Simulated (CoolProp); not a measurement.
Vapour-liquid equilibrium of ethylene (1) + propane (2) at 0.012 MPa; x and y are mole fractions of (1).

Values from CoolProp's multi-fluid Helmholtz-energy mixture model, Smukala 2000 and Lemmon 2009; pair parameters Bell 2016.

```csv
x,"bubble temperature, mixture model (K)","bubble temperature, Raoult's law (K)","y, mixture model","y, Raoult's law"
0.05,175.7,177.6,0.714,0.668
0.15,161.3,164.0,0.931,0.911
0.25,154.6,157.1,0.969,0.961
0.35,150.6,152.7,0.983,0.979
0.45,147.8,149.5,0.989,0.988
0.55,145.8,147.0,0.993,0.993
0.65,144.3,145.0,0.995,0.995
0.75,143.0,143.4,0.997,0.997
0.85,141.8,142.0,0.998,0.999
0.95,140.7,140.7,0.999,1.000
```

The largest gap from Raoult's law is -2.7 K in bubble temperature, at x = 0.15. No azeotrope shows between x = 0.05 and 0.95.

The pair parameters rest on a limited set of measurements; away from them the model extrapolates.
